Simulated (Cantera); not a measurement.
Input (Python, Cantera) and output of one run.

```python
import numpy as np
import cantera as ct

gas_names = """
    AL ALCL ALCL2 ALCL3 ALH ALN AL2 AL2CL6 CL CL2 H HCL H2 N NH NH2 NH3 N2 N2H2 N2H4
""".split()
cond_names = """
    AL(cr) AL(L) ALCL3(s) ALCL3(L) ALN(s) NH4CL(a) NH4CL(b)
""".split()


# ... load() reads the species with a 1 bar reference pressure and builds the phases ...
atoms = {
    'Al': {'AL': 1},
    'HCl': {'H': 1, 'CL': 1},
    'N2': {'N': 2},
}
top_T = {'ALN(s)': 2750}  # K; cautious upper limits of use, not melting points


# ... equilibrate(T, P, feed) seeds the gas with the atoms and calls Mixture.equilibrate('TP', solver="vcs", rtol=1e-11, max_steps=5000) ...
results = []
feed = {'Al': 1, 'HCl': 1.6, 'N2': 12}  # mol
P = 110  # Pa
for T in [925, 975, 1025, 1075, 1125, 1175, 1225, 1275, 1325, 1375, 1425]:
    mix = equilibrate(T, P, feed)
    results.append((T, P, feed, dict(zip(mix.species_names, mix.species_moles))))

top = {s: max(r[3][s] / sum(r[3][g] for g in gas_names) for r in results) for s in gas_names}
cols = sorted((s for s in top if top[s] > 1e-06), key=lambda s: -top[s])[:6]
seen = [c for c in cond_names if any(r[3].get(c, 0) > 1e-12 for r in results)]
print("log10 of partial pressures in bar; condensed amounts in mol")
print(f"{'T/K':>10s}" + "".join(f"{s[:9]:>10s}" for s in cols + seen))
for T, P, feed, n in results:
    ng = sum(n[g] for g in gas_names)
    print(f"{T:10.4g}" + "".join(f"{np.log10(max(n[s] / ng * P / 1e5, 1e-99)):10.3f}" for s in cols)
          + "".join(f"{n.get(c, 0):10.4g}" for c in seen))
```

It prints:

```
log10 of partial pressures in bar; condensed amounts in mol
       T/K        N2        H2     ALCL3       HCL      ALCL     ALCL2    ALN(s)
       925    -3.008    -4.301    -4.477    -4.465   -11.616    -9.269    0.6028
       975    -3.008    -4.297    -4.473    -4.475   -10.601    -8.654    0.5995
      1025    -3.008    -4.294    -4.470    -4.485    -9.686    -8.100    0.5965
      1075    -3.008    -4.291    -4.467    -4.494    -8.857    -7.599    0.5937
      1125    -3.008    -4.289    -4.465    -4.503    -8.104    -7.143    0.5911
      1175    -3.008    -4.286    -4.464    -4.510    -7.416    -6.728    0.5882
      1225    -3.008    -4.284    -4.465    -4.518    -6.786    -6.348     0.584
      1275    -3.008    -4.282    -4.469    -4.526    -6.207    -6.001     0.576
      1325    -3.008    -4.280    -4.483    -4.537    -5.676    -5.687    0.5573
      1375    -3.009    -4.278    -4.517    -4.554    -5.192    -5.411    0.5114
      1425    -3.012    -4.276    -4.599    -4.587    -4.758    -5.189    0.4039
```

Cantera equilibrium calculation (NASA polynomials, part measured and part estimated; ideal gas, pure solids and liquids). The tables' values for AlCl2 are old estimates; treat these amounts as uncertain.
